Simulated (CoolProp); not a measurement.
Saturation properties of carbon dioxide (Tc = 31.0 °C, pc = 7377 kPa, ω = 0.224).

Computed with CoolProp (reference Helmholtz-energy equation of state, Span 1996).

```csv
T (°C),p (kPa),liquid density (kg/m³),vapour density (kg/m³),enthalpy of vaporisation (kJ/kg),liquid cp (kJ/(kg K)),liquid viscosity (µPa s)
-35.25,1192,1097,?,313.7,2.038,178
-30.55,?,?,36.41,304.6,?,165
-25.85,1637,1058,42.66,295.0,2.107,153
-21.25,1895,1037,49.64,285.2,2.152,143
-16.55,2187,1015,57.79,274.6,2.207,132
-11.85,2512,992.4,67.13,263.3,2.276,122
-7.25,2862,968.5,77.65,?,2.360,114
-2.55,3256,942.4,90.07,238.4,2.469,105
2.15,3688,914.3,104.6,?,2.614,96.7
6.75,4150,884.3,121.3,209.0,2.809,88.9
11.45,4666,850.2,142.0,191.5,3.102,81.2
16.15,5230,811.1,167.6,171.4,3.578,73.4
20.75,5831,765.2,200.2,147.8,4.456,65.4
25.45,6501,703.5,248.4,116.1,6.868,56.4
```

Q: What belongs in the gaps?

A: 
- -35.25, vapour density (kg/m³): 30.94
- -30.55, p (kPa): 1402
- -30.55, liquid density (kg/m³): 1078
- -30.55, liquid cp (kJ/(kg K)): 2.069
- -7.25, enthalpy of vaporisation (kJ/kg): 251.4
- 2.15, enthalpy of vaporisation (kJ/kg): 224.3

Viscosity comes from a separate model (Laesecke 2017).
